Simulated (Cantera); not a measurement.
Input: 1 mol Si, 0.026 mol CO2, 83 mol CO, at 1323 K and 0.100 bar.

Cantera equilibrium calculation (NASA polynomials, part measured and part estimated; ideal gas, pure solids and liquids). Candidate condensed phases: C, Si, SiC, SiO2; 20 gas species. The tables hold silica as quartz up to 1696 K and as liquid above; real silica turns to tridymite and cristobalite and melts near 1996 K. Rates play no part.

Base state: CO 1.000, CO2 0.000395 (mole fractions); condensed: C(graphite) + SiO2(β-quartz).

Q: What changes in the equilibrium state with this change: pressure from 0.100 bar to 14.0 bar?

A: 
```
species                before   after
-------------------  --------  ------
CO                      1.000   0.950
CO2                  0.000395  0.0499
C(graphite), mol         2.01    5.83
SiO2(β-quartz), mol     1.000    1.00
```
